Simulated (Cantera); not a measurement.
Feed: 1 mol MgSO4, 0.22 mol CO2, 3.6 mol H2O, equilibrated at 7.30 bar.

Equilibrium computed with Cantera from the NASA thermochemical tables; the gas is ideal and each condensed phase is pure. Candidate condensed phases: C, C6H6, C7H8, C8H18, H2O, H2SO4, Mg, MgCO3, MgO, Mg(OH)2, MgS, MgSO4, S; 130 gas species. Kinetics and transport are ignored.

### Question
At 1848 K, list the 7 most abundant gas species with their mole fractions, and the condensed phases.

### Answer
H2O 0.676, SO2 0.187, O2 0.0931, CO2 0.0414, SO3 0.00137, OH 0.00118, H2 6.83e-5. Condensed: MgO(s).
